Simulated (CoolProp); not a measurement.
Vapour-liquid equilibrium of sulfur dioxide (1) + toluene (2) at 105.05 °C; x and y are mole fractions of (1).

Computed with CoolProp (multi-fluid Helmholtz-energy mixture model, Gao 2016 and Lemmon 2006; pair parameters Bell 2016).

Problem. Give the bubble pressure and the first vapour's composition at x = 0.2, 0.5, 0.65. Is there an azeotrope?

Solution. x = 0.2: 0.5383 MPa, y = 0.856; x = 0.5: 1.407 MPa, y = 0.957; x = 0.65: 1.864 MPa, y = 0.974. No azeotrope shows between x = 0.05 and 0.95.

Pair parameters are fitted to limited data, so mixtures are less certain than the pure fluids.
